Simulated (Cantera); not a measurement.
Input: 1 mol N2O, 0.71 mol H2, 1.8 mol N2, at 1048 K and 0.100 bar.

Equilibrium computed with Cantera from the NASA thermochemical tables; the gas is ideal and each condensed phase is pure. Candidate condensed phases: H2O; 24 gas species. Kinetics and transport are ignored.

Base state: N2 0.766, H2O 0.194, O2 0.0397, NO 2.22e-5 (mole fractions); condensed: gas only.

Question: What changes in the equilibrium state with this change: temperature from 1048 K to 3450 K?

Answer: 
| species | before | after |
|---|---|---|
| N2 | 0.766 | 0.563 |
| H | <1e-9 | 0.225 |
| O | <1e-9 | 0.144 |
| H2O | 0.194 | 0.00363 |
| H2 | 1.06e-9 | 0.0183 |
| OH | 4.60e-7 | 0.0200 |
| NO | 2.22e-5 | 0.0148 |
| O2 | 0.0397 | 0.0109 |
| N | <1e-9 | 0.000413 |

Question: What changes in the equilibrium state with this change: temperature from 1048 K to 1648.15 K?

Answer: 
| species | before | after |
|---|---|---|
| N2 | 0.766 | 0.765 |
| H2O | 0.194 | 0.194 |
| O2 | 0.0397 | 0.0391 |
| NO | 2.22e-5 | 0.00101 |
| H2 | 1.06e-9 | 3.57e-5 |
| O | <1e-9 | 1.59e-5 |
| OH | 4.60e-7 | 0.000412 |
